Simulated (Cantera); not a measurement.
A freely propagating, adiabatic, planar premixed flame of H₂ : O₂ : N₂ = 1 : 0.877 : 3.3 (molar parts), unburnt at 450 K and 0.390 bar; mixture-averaged transport, grid criteria slope 0.08 and curve 0.16, no radiation.

Computed with Cantera and the H2/O2 subset of GRI-Mech 3.0, which has no nitrogen chemistry. Burning velocities carry a grid error of a few per cent, more on coarse grids. Lean hydrogen flames are cellular in practice and burn faster than this planar one.

Task: Predict: laminar burning velocity; thermal thickness; peak x(HO₂); peak x(O); peak x(H).

Result: 
| Property | Result |
|---|---|
| laminar burning velocity | 215 cm/s |
| thermal thickness | 1.28 mm |
| peak x(HO₂) | 0.000200 |
| peak x(O) | 0.0105 |
| peak x(H) | 0.0203 |
